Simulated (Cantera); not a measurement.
What does this Cantera script print?

```python
import numpy as np
import cantera as ct

gas = ct.Solution("gri30.yaml", transport_model="mixture-averaged")
show = ['NH3', 'O', 'H2O']

rows = []
print(f"{'T/K':>7s}{'rho':>11s}{'cp':>10s}{'mu':>11s}{'lambda':>11s}{'Pr':>7s}" + "".join(f"{'D_' + s:>11s}" for s in show))
for T in [400, 600, 800, 1000, 1200, 1400, 1600]:
    gas.TPX = T, 12, {'C2H4': 0.71, 'CH4': 0.34}
    Pr = gas.cp_mass * gas.viscosity / gas.thermal_conductivity
    D = [gas.mix_diff_coeffs_mole[gas.species_index(s)] for s in show]
    rows.append([gas.density, gas.cp_mass, gas.viscosity, gas.thermal_conductivity, Pr, *D])
    print(f"{T:7g}{gas.density:11.4e}{gas.cp_mass:10.1f}{gas.viscosity:11.4e}"
          f"{gas.thermal_conductivity:11.4e}{Pr:7.3f}" + "".join(f"{d:11.4e}" for d in D))
print("SI units: kg/m3, J/kg/K, Pa s, W/m/K, m2/s")
```

Result:

```
    T/K        rho        cp         mu     lambda     Pr      D_NH3        D_O      D_H2O
    400 8.7190e-05    2016.2 1.3691e-05 3.8459e-02  0.718 2.5861e-01 3.8519e-01 2.6729e-01
    600 5.8127e-05    2691.6 1.9305e-05 7.1413e-02  0.728 5.6255e-01 7.8154e-01 5.8667e-01
    800 4.3595e-05    3205.4 2.4133e-05 1.0644e-01  0.727 9.5602e-01 1.2770e+00 1.0031e+00
   1000 3.4876e-05    3619.5 2.8429e-05 1.4114e-01  0.729 1.4269e+00 1.8609e+00 1.5034e+00
   1200 2.9063e-05    3936.4 3.2342e-05 1.7469e-01  0.729 1.9670e+00 2.5263e+00 2.0785e+00
   1400 2.4912e-05    4186.9 3.5968e-05 2.0681e-01  0.728 2.5709e+00 3.2679e+00 2.7222e+00
   1600 2.1798e-05    4384.0 3.9371e-05 2.3742e-01  0.727 3.2343e+00 4.0816e+00 3.4299e+00
SI units: kg/m3, J/kg/K, Pa s, W/m/K, m2/s
```

Model: GRI-Mech 3.0 (53 species, 325 reactions), integrated in Cantera. The composition is frozen, though it would react at the higher temperatures.
